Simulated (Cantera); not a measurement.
## Moist CO burnout

An isothermal, constant-pressure homogeneous reactor starts with 0.187 % CO, 1.38 % O2, 0.177 % H2O, 98.3 % N2, at 1000 K and 2.90 bar.

Cantera simulation using GRI-Mech 3.0 (53 species, 325 reactions); the numbers are that mechanism's predictions, not measurements.

```csv
t (s),x CO,x O2,x H2O,x NO,x H2
0.000100,0.00187,0.0138,0.00177,<1e-12,<1e-12
0.000289,0.00187,0.0138,0.00177,<1e-12,<1e-12
0.000838,0.00187,0.0138,0.00177,<1e-12,<1e-12
0.00242,0.00187,0.0138,0.00177,<1e-12,<1e-12
0.00702,0.00187,0.0138,0.00177,<1e-12,1.08e-12
0.0203,0.00187,0.0138,0.00177,<1e-12,7.44e-12
0.0588,0.00187,0.0138,0.00177,<1e-12,7.24e-11
0.170,0.00186,0.0138,0.00177,<1e-12,3.51e-9
0.492,0.00180,0.0137,0.00177,<1e-12,3.18e-7
1.43,0.00159,0.0136,0.00177,4.27e-12,1.02e-6
4.12,0.00112,0.0134,0.00177,2.91e-11,1.13e-6
11.9,0.000463,0.0131,0.00177,1.04e-10,4.38e-7
34.6,7.83e-5,0.0129,0.00177,1.43e-10,5.38e-8
100,5.55e-6,0.0128,0.00177,1.51e-10,3.56e-9
```
x: mole fraction; the columns are a selection and need not sum to one.

Equilibrium at this temperature and pressure: CO <1e-12, O2 0.0128, H2O 0.00177, NO 8.69e-6, H2 <1e-12 (gas phase only).
